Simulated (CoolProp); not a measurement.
Vapour-liquid equilibrium of propane (1) + isobutane (2) at 274.2 K; x and y are mole fractions of (1).

Model: multi-fluid Helmholtz-energy mixture model, Lemmon 2009 and Bücker 2006; pair parameters Kunz 2012, in CoolProp.

| x | bubble pressure, mixture model (bar) | bubble pressure, Raoult's law (bar) | y, mixture model | y, Raoult's law |
|---|---|---|---|---|
| 0.05 | 1.786 | 1.792 | 0.128 | 0.137 |
| 0.15 | 2.095 | 2.119 | 0.326 | 0.347 |
| 0.25 | 2.402 | 2.446 | ? | 0.501 |
| 0.35 | ? | 2.773 | 0.591 | 0.618 |
| 0.45 | 3.025 | 3.100 | 0.686 | 0.711 |
| 0.55 | 3.347 | 3.427 | 0.765 | 0.786 |
| 0.65 | 3.677 | 3.754 | ? | 0.848 |
| 0.75 | 4.016 | 4.081 | 0.890 | 0.900 |
| 0.85 | ? | 4.408 | 0.939 | 0.945 |
| 0.95 | 4.719 | 4.735 | 0.981 | 0.983 |

Q: Complete the blanks.

A: 
- 0.25, y, mixture model: 0.474
- 0.35, bubble pressure, mixture model (bar): 2.711
- 0.65, y, mixture model: 0.832
- 0.85, bubble pressure, mixture model (bar): 4.364

The largest gap from Raoult's law is -2.4 % in bubble pressure, at x = 0.45. No azeotrope shows between x = 0.05 and 0.95.

The pair parameters rest on a limited set of measurements; away from them the model extrapolates.
